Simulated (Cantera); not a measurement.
An isothermal, constant-pressure homogeneous reactor starts with CO : O2 : H2O : N2 = 0.011 : 0.021 : 0.00012 : 1 (molar parts), equivalence ratio 0.26, at 1000 K and 0.987 atm. Integrator tolerance rtol = 1e-08.

Model: GRI-Mech 3.0 (53 species, 325 reactions), integrated in Cantera.

Problem. What does this change do: temperature 1000 to 1300 K?

Solution. 
```json
[
 {"quantity": "x(CO) at 50.0 s", "before": "0.00194 (gas-phase equilibrium 5.35e-12)", "after": "1.34e-8 (gas-phase equilibrium 1.35e-8)"},
 {"quantity": "x(O2) at 50.0 s", "before": "0.0161 (gas-phase equilibrium 0.0151)", "after": "0.0151 (gas-phase equilibrium 0.0150)"},
 {"quantity": "x(H2O) at 50.0 s", "before": "0.000116 (gas-phase equilibrium 0.000117)", "after": "0.000117 (gas-phase equilibrium 0.000117)"},
 {"quantity": "x(N2O) at 50.0 s", "before": "1.02e-6 (gas-phase equilibrium 8.57e-10)", "after": "8.74e-9 (gas-phase equilibrium 8.73e-9)"},
 {"quantity": "x(O) at 50.0 s", "before": "2.03e-7 (gas-phase equilibrium 1.94e-11)", "after": "2.19e-8 (gas-phase equilibrium 2.18e-8)"},
 {"quantity": "x(CO2) at 50.0 s", "before": "0.00876 (gas-phase equilibrium 0.0107)", "after": "0.0107 (gas-phase equilibrium 0.0107)"}
]
```

Problem. What does this change do: CO 0.011 to 0.098 parts?

Solution. 
```json
[
 {"quantity": "x(CO) at 50.0 s", "before": "0.00194 (gas-phase equilibrium 5.35e-12)", "after": "0.0595 (gas-phase equilibrium 0.0509)"},
 {"quantity": "x(O2) at 50.0 s", "before": "0.0161 (gas-phase equilibrium 0.0151)", "after": "0.00436 (gas-phase equilibrium <1e-12)"},
 {"quantity": "x(H2O) at 50.0 s", "before": "0.000116 (gas-phase equilibrium 0.000117)", "after": "0.000102 (gas-phase equilibrium 3.76e-5)"},
 {"quantity": "x(N2O) at 50.0 s", "before": "1.02e-6 (gas-phase equilibrium 8.57e-10)", "after": "4.13e-7 (gas-phase equilibrium <1e-12)"},
 {"quantity": "x(O) at 50.0 s", "before": "2.03e-7 (gas-phase equilibrium 1.94e-11)", "after": "7.84e-8 (gas-phase equilibrium <1e-12)"},
 {"quantity": "x(CO2) at 50.0 s", "before": "0.00876 (gas-phase equilibrium 0.0107)", "after": "0.0294 (gas-phase equilibrium 0.0383)"}
]
```
The temperature is held fixed by assumption; the heat of reaction is taken as removed at once.
